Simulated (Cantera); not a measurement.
A closed system holds: 1 mol Pb, 22 mol H2O, 8.4 mol CO, at 1725 °C and 62.0 Pa.

Method: chemical equilibrium by Gibbs-energy minimisation in Cantera with the NASA 1993 tables (ideal gas, pure condensed phases). Candidate condensed phases: C, C6H6, C7H8, C8H18, H2O, Pb, PbO, PbO2, Pb3O4; 113 gas species. The numbers say what is thermodynamically allowed, not how fast it happens.

Base state: H2O 0.543, CO 0.135, H2 0.127, CO2 0.127, Pb 0.0306, H 0.0230, OH 0.00979, O2 0.00240 (mole fractions); condensed: gas only.

Q: What changes in the equilibrium state with this change: H2O from 22 to 14 mol?

A: 
| species | before | after |
|---|---|---|
| H2O | 0.543 | 0.433 |
| CO | 0.135 | 0.210 |
| CO2 | 0.127 | 0.143 |
| Pb | 0.0306 | 0.0414 |
| H2 | 0.127 | 0.139 |
| H | 0.0230 | 0.0240 |
| O2 | 0.00240 | 0.00127 |
| O | 0.00130 | 0.000945 |
| OH | 0.00979 | 0.00746 |
| PbO | 0.000592 | 0.000583 |
